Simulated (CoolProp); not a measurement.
Vapour-liquid equilibrium of n-decane (1) + n-dodecane (2) at 0.0353 MPa; x and y are mole fractions of (1).

The numbers come from the multi-fluid Helmholtz-energy mixture model, Lemmon 2006 and Lemmon 2004; pair parameters Bell 2016 in CoolProp.

```csv
x,"bubble temperature, mixture model (K)","bubble temperature, Raoult's law (K)","y, mixture model","y, Raoult's law"
0.05,446.5,446.2,0.131,0.140
0.2,437.9,437.5,0.433,0.445
0.35,430.7,430.4,0.634,0.642
0.5,424.6,424.5,0.770,0.774
0.65,419.4,419.4,0.864,0.867
0.8,415.0,415.0,0.933,0.935
0.95,411.2,411.2,0.985,0.986
```

The largest gap from Raoult's law is +0.4 K in bubble temperature, at x = 0.2. No azeotrope shows between x = 0.05 and 0.95.

The pair parameters rest on a limited set of measurements; away from them the model extrapolates.
